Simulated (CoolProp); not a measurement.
Vapour-liquid equilibrium of n-hexane (1) + dimethyl carbonate (2) at 183.05 °C; x and y are mole fractions of (1).

Computed with CoolProp (multi-fluid Helmholtz-energy mixture model, Thol 2019 and Zhou 2011; pair parameters Bell 2016).

| x | bubble pressure (MPa) | y at the bubble point | dew pressure at overall composition x (MPa) | liquid density (mol/L) |
|---|---|---|---|---|
| 0.05 | 1.098 | 0.126 | 1.029 | 8.863 |
| 0.125 | 1.225 | 0.252 | 1.097 | 8.431 |
| 0.2 | 1.318 | 0.338 | 1.171 | 8.027 |
| 0.275 | 1.386 | 0.404 | 1.250 | 7.653 |
| 0.35 | 1.437 | 0.458 | 1.330 | 7.306 |
| 0.425 | 1.475 | 0.508 | 1.407 | 6.988 |
| 0.5 | 1.503 | 0.555 | 1.470 | 6.698 |
| 0.575 | 1.520 | 0.602 | 1.511 | 6.436 |
| 0.65 | 1.527 | 0.653 | 1.527 | 6.201 |
| 0.725 | 1.522 | 0.708 | 1.519 | 5.994 |
| 0.8 | 1.505 | 0.771 | 1.492 | 5.814 |
| 0.875 | 1.471 | 0.844 | 1.453 | 5.657 |
| 0.95 | 1.418 | 0.931 | 1.405 | 5.523 |

y crosses x between x = 0.65 and 0.725: the model has an azeotrope there.

Pair parameters are fitted to limited data, so mixtures are less certain than the pure fluids.
